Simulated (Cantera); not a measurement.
Standard-state values (1 bar) from the NASA 1993 polynomials, evaluated with Cantera. Values are per mole of reaction as written; species without (g) are pure solids or liquids, kept so even where they would boil at 1 bar.

### Question
Between 525 and 875 K, where is each reaction favourable under standard conditions?
- 2 CaO + 2 OH(g) + H2(g) = 2 Ca(OH)2

### Answer
- 2 CaO + 2 OH(g) + H2(g) = 2 Ca(OH)2: ΔG° is -567 kJ at 525 K and -430 kJ at 875 K; it stays negative (K > 1). ΔH° is -767 kJ and ΔS° -385 J/K at 875 K.
